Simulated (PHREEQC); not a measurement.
Consider water at 25 °C with 0.0093 mol NaOH, 7.6e-06 mol CO2 and 0.00011 mol (CH3)4NCl per kg of water. Closed to the air; pH follows from the charge balance.

Equilibrium calculation in PHREEQC: ion-association model, phreeqc.dat.

This is a speciation only: nothing precipitates in the calculation.

Order these C species by the share of C that they hold, largest first: CO3-2, NaCO3-, HCO3-.

CO3-2 (88 %), NaCO3- (10 %), HCO3- (1.7 %)

The pH is 11.92 and the ionic strength 0.00942 mol/kgw. (CH3)4N+ isn't in the database: it is added as a free cation with an ion size of 4 Å.
